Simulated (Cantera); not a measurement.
## Sublimation and decomposition of ceramics: SiO₂ + C + H₂

Input: 1 mol SiO₂, 0.037 mol C, 0.34 mol H₂, equilibrated at 410 Pa.

Equilibrium computed with Cantera from the NASA thermochemical tables; the gas is ideal and each condensed phase is pure. Candidate condensed phases: C, C₆H₆, C₇H₈, C₈H₁₈, H₂O, Si, SiC, SiO₂; 123 gas species. Mutual solubility and eutectic melting of coexisting phases are not modelled. The tables hold silica as quartz up to 1696 K and as liquid above; real silica turns to tridymite and cristobalite and melts near 1996 K. Equilibrium is a limit: real reactors are often held back by kinetics, nucleation or transport.

| T (K) | x H₂ | x SiO | x CO | x H | x H₂O | n SiC(s) | n SiO₂(β-quartz) | n SiO₂(condensed) |
|---|---|---|---|---|---|---|---|---|
| 1450 | 0.917 | 0.0123 | 0.0706 | 0.000141 | 6.96e-6 | 0.0108 | 0.985 | 0 |
| 1475 | 0.903 | 0.0238 | 0.0734 | 0.000192 | 7.60e-6 | 0.00935 | 0.982 | 0 |
| 1500 | 0.877 | 0.0445 | 0.0784 | 0.000257 | 8.24e-6 | 0.00658 | 0.976 | 0 |
| 1525 | 0.832 | 0.0804 | 0.0872 | 0.000337 | 8.81e-6 | 0.00139 | 0.966 | 0 |
| 1550 | 0.821 | 0.0894 | 0.0893 | 0.000446 | 1.55e-5 | 0 | 0.963 | 0 |
| 1575 | 0.821 | 0.0894 | 0.0893 | 0.000588 | 3.02e-5 | 0 | 0.963 | 0 |
| 1600 | 0.820 | 0.0894 | 0.0893 | 0.000769 | 5.74e-5 | 0 | 0.963 | 0 |
| 1625 | 0.820 | 0.0894 | 0.0893 | 0.000998 | 0.000107 | 0 | 0.963 | 0 |
| 1650 | 0.820 | 0.0895 | 0.0893 | 0.00128 | 0.000195 | 0 | 0.963 | 0 |
| 1675 | 0.819 | 0.0896 | 0.0893 | 0.00164 | 0.000350 | 0 | 0.963 | 0 |
| 1700 | 0.818 | 0.0899 | 0.0892 | 0.00208 | 0.000613 | 0 | 0 | 0.963 |
| 1725 | 0.817 | 0.0902 | 0.0891 | 0.00262 | 0.00105 | 0 | 0 | 0.963 |
| 1750 | 0.815 | 0.0909 | 0.0890 | 0.00328 | 0.00176 | 0 | 0 | 0.962 |
x: gas mole fraction; n: condensed amount in mol.

From 1450 K to 1525 K the condensed part is SiC(s) + SiO₂(β-quartz). From 1550 K to 1675 K the condensed part is SiO₂(β-quartz). From 1700 K to 1750 K the condensed part is SiO₂(condensed). The main Si-bearing gas is SiO throughout. The share of Si in condensed phases is highest at 1450 K (99.5 %) and lowest at 1750 K (96.2 %).
